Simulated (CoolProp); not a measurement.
Vapour-liquid equilibrium of C2F6 (R116) (1) + R143a (2) at -86.75 °C; x and y are mole fractions of (1).

Model: multi-fluid Helmholtz-energy mixture model, Lemmon 2006 and Lemmon and Jacobsen 2000; pair parameters Bell 2016, in CoolProp.

| x | bubble pressure, mixture model (MPa) | bubble pressure, Raoult's law (MPa) | y, mixture model | y, Raoult's law |
|---|---|---|---|---|
| 0.05 | 0.02093 | 0.01234 | 0.554 | 0.251 |
| 0.15 | 0.03668 | 0.01757 | [?] | 0.530 |
| 0.25 | [?] | 0.02281 | [?] | 0.680 |
| 0.35 | [?] | 0.02804 | 0.849 | 0.774 |
| 0.45 | 0.05400 | 0.03327 | 0.863 | 0.839 |
| 0.55 | [?] | 0.03850 | 0.873 | 0.886 |
| 0.65 | 0.05701 | 0.04373 | 0.881 | 0.922 |
| 0.75 | [?] | 0.04896 | 0.894 | 0.950 |
| 0.85 | [?] | 0.05419 | 0.917 | 0.973 |
| 0.95 | 0.06158 | 0.05942 | 0.962 | 0.992 |

Some entries are withheld; supply them.


- 0.15, y, mixture model: 0.764
- 0.25, bubble pressure, mixture model (MPa): 0.04596
- 0.25, y, mixture model: 0.823
- 0.35, bubble pressure, mixture model (MPa): 0.05115
- 0.55, bubble pressure, mixture model (MPa): 0.05570
- 0.75, bubble pressure, mixture model (MPa): 0.05840
- 0.85, bubble pressure, mixture model (MPa): 0.06001

The largest gap from Raoult's law is +108.8 % in bubble pressure, at x = 0.15. No azeotrope shows between x = 0.05 and 0.95.

Pair parameters are fitted to limited data, so mixtures are less certain than the pure fluids. With so large a gap from Raoult's law the liquid may split in two, which this calculation doesn't test in full.
